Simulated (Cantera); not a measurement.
# Stirred combustor or abatement burner

A perfectly stirred reactor is fed with 5.94 % C3H8, 19.8 % O2, 74.3 % N2, at 0.360 bar; it is adiabatic with a 375 K inlet, and is followed from long to short residence time, starting on the burning branch (τ in s: 0.078, 0.031, 0.012, 0.0049, 0.002, 0.00078, 0.00031, 0.00012, 4.9e-05, 1.9e-05, 7.7e-06, 3.1e-06).

Model: GRI-Mech 3.0 (53 species, 325 reactions), integrated in Cantera. GRI-Mech 3.0 was tuned for natural gas; its chemistry of propane as a main component is partial and can be far from experiment.

```tsv
τ (s)	T (K)	x C3H8	x O2	x H	x N2O	x CH2CO
0.078	1993	8.62e-7	0.000146	0.00449	1.30e-8	7.71e-7
0.031	1984	1.90e-6	0.000276	0.00542	2.15e-8	1.37e-6
0.012	1975	4.50e-6	0.000562	0.00612	3.72e-8	2.81e-6
0.0049	1965	1.07e-5	0.00117	0.00651	5.78e-8	6.15e-6
0.0020	1946	2.65e-5	0.00259	0.00669	6.58e-8	1.44e-5
0.00078	1898	7.54e-5	0.00644	0.00658	4.14e-8	3.98e-5
0.00031	375	0.0594	0.198	<1e-12	<1e-12	<1e-12
0.00012	375	0.0594	0.198	<1e-12	<1e-12	<1e-12
4.9e-5	375	0.0594	0.198	<1e-12	<1e-12	<1e-12
1.9e-5	375	0.0594	0.198	<1e-12	<1e-12	<1e-12
7.7e-6	375	0.0594	0.198	<1e-12	<1e-12	<1e-12
3.1e-6	375	0.0594	0.198	<1e-12	<1e-12	<1e-12
```
x: mole fraction; the columns are a selection and need not sum to one.
